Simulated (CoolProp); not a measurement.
A simple Rankine cycle with 1,2-dichloroethane: condensing at 313.15 K, boiler at 0.702 MPa, turbine inlet 448.8 K, turbine efficiency 0.75, pump efficiency 0.7, no recuperator. Each further row changes one setting.

Model: reference Helmholtz-energy equation of state, Thol 2015, in CoolProp.

```json
[
 {"case": "as stated", "thermal efficiency (%)": "?", "net work (kJ/kg)": "80.0", "heat in (kJ/kg)": "457", "turbine exit temperature (K)": "348.2", "volume ratio over the turbine": "?"},
 {"case": "turbine inlet 468.8 K", "thermal efficiency (%)": "17.7", "net work (kJ/kg)": "84.6", "heat in (kJ/kg)": "478", "turbine exit temperature (K)": "366.9", "volume ratio over the turbine": "29.1"},
 {"case": "condensing temperature 305.15 K", "thermal efficiency (%)": "18.6", "net work (kJ/kg)": "86.8", "heat in (kJ/kg)": "?", "turbine exit temperature (K)": "?", "volume ratio over the turbine": "40.7"},
 {"case": "boiler pressure 0.491 MPa", "thermal efficiency (%)": "16.1", "net work (kJ/kg)": "?", "heat in (kJ/kg)": "?", "turbine exit temperature (K)": "?", "volume ratio over the turbine": "20.4"},
 {"case": "turbine efficiency 0.65", "thermal efficiency (%)": "15.1", "net work (kJ/kg)": "69.2", "heat in (kJ/kg)": "457", "turbine exit temperature (K)": "360.4", "volume ratio over the turbine": "?"}
]
```

Fill in the missing entries.


- as stated, thermal efficiency (%): 17.5
- as stated, volume ratio over the turbine: 29.3
- condensing temperature 305.15 K, heat in (kJ/kg): 468
- condensing temperature 305.15 K, turbine exit temperature (K): 340.1
- boiler pressure 0.491 MPa, net work (kJ/kg): 74.4
- boiler pressure 0.491 MPa, heat in (kJ/kg): 462
- boiler pressure 0.491 MPa, turbine exit temperature (K): 359.5
- turbine efficiency 0.65, volume ratio over the turbine: 30.3
